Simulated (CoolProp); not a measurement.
Vapour pressure (MPa) of n-butane: the reference equation beside estimates from Tc = 152.0 °C, pc = 3.796 MPa, ω = 0.201.

Values from CoolProp's reference Helmholtz-energy equation of state, Bücker 2006.

```csv
T (°C),reference,Lee-Kesler,Peng-Robinson
-56.75,0.006209,0.005856,0.006378
-38.95,0.01777,0.01703,0.01800
-21.15,0.04292,0.04177,0.04309
-3.45,0.09042,0.08916,0.09033
14.35,0.1723,0.1716,0.1718
32.05,0.3012,0.3020,0.3002
49.85,0.4938,0.4967,0.4928
67.65,0.7662,0.7713,0.7663
85.35,1.134,1.141,1.138
103.15,1.622,1.629,1.631
120.85,2.247,2.255,2.264
138.65,3.048,3.057,3.068
```

Absolute difference from the reference over all 12 rows, mean and median: Lee-Kesler 1.5 and 0.6 %, Peng-Robinson 0.6 and 0.4 %.
